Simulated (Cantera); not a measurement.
Standard-state values (1 bar) from the NASA 1993 polynomials, evaluated with Cantera. Values are per mole of reaction as written; species without (g) are pure solids or liquids, kept so even where they would boil at 1 bar.

a) 0.6667 Cr + O₂(g) ⇌ 0.6667 CrO₃(g)
b) 1.333 Fe + O₂(g) ⇌ 0.6667 Fe₂O₃
c) Zr + O₂(g) ⇌ ZrO₂
d) 1.333 V + O₂(g) ⇌ 0.6667 V₂O₃

### Question
Order these by ΔG° at 950 K, most negative first.

### Answer
c (-917 kJ), d (-649 kJ), b (-383 kJ), a (-152 kJ)
